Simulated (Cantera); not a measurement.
# Carbothermic reduction: PbO + C + CO

Feed: 1 mol PbO, 1.7 mol C, 0.054 mol CO.

Method: chemical equilibrium by Gibbs-energy minimisation in Cantera with the NASA 1993 tables (ideal gas, pure condensed phases). Candidate condensed phases: C, Pb, PbO, PbO2, Pb3O4; 15 gas species. Equilibrium is a limit: real reactors are often held back by kinetics, nucleation or transport.

Task: Map the stable condensed phases over T = 848, 948, 1048, 1148, 1248, 1348, 1448, 1548, 1648, 1748, 1848, 1948, 2048, 2148 K and P in Pa = 10, 68, 460, 3200, 22000, 150000, 1000000.

Result: 
```
T in K \ P in Pa
              10      68     460    3200   22000  150000 1000000
   2148        A       A       A       A       A       A       B
   2048        A       A       A       A       A       A       B
   1948        A       A       A       A       A       B       B
   1848        A       A       A       A       A       B       B
   1748        A       A       A       A       A       B       B
   1648        A       A       A       A       B       B       B
   1548        A       A       A       A       B       B       B
   1448        A       A       A       B       B       B       B
   1348        A       A       A       B       B       B       B
   1248        A       A       B       B       B       B       B
   1148        A       B       B       B       B       B       B
   1048        B       B       B       B       B       B       B
    948        B       B       B       B       B       B       B
    848        B       B       B       B       B       B       B
```
A: C; B: C + Pb.
